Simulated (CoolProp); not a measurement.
n-hexane along the isobar 96.6 bar: Z from the reference equation and from simpler models built on Tc = 507.8 K, pc = 30.44 bar, ω = 0.300; each cubic takes its own stable root.

Model: reference Helmholtz-energy equation of state, Thol 2019, in CoolProp.

```
T (K)   phase  reference  Soave-Redlich-Kwong  Peng-Robinson
-----  ------  ---------  -------------------  -------------
329.8  liquid     0.4759               0.5224              ?
347.3  liquid     0.4630                    ?         0.4508
364.9  liquid          ?               0.4950         0.4397
382.4  liquid     0.4432               0.4853         0.4310
399.9  liquid     0.4361               0.4780         0.4245
417.4  liquid     0.4308               0.4731         0.4203
434.9  liquid     0.4273               0.4707              ?
452.4  liquid     0.4258               0.4710         0.4194
469.9  liquid     0.4265               0.4743         0.4231
487.5  liquid     0.4297               0.4809         0.4301
```

Q: Fill in the missing entries.

A: 
- 329.8, Peng-Robinson: 0.4644
- 347.3, Soave-Redlich-Kwong: 0.5074
- 364.9, reference: 0.4521
- 434.9, Peng-Robinson: 0.4186
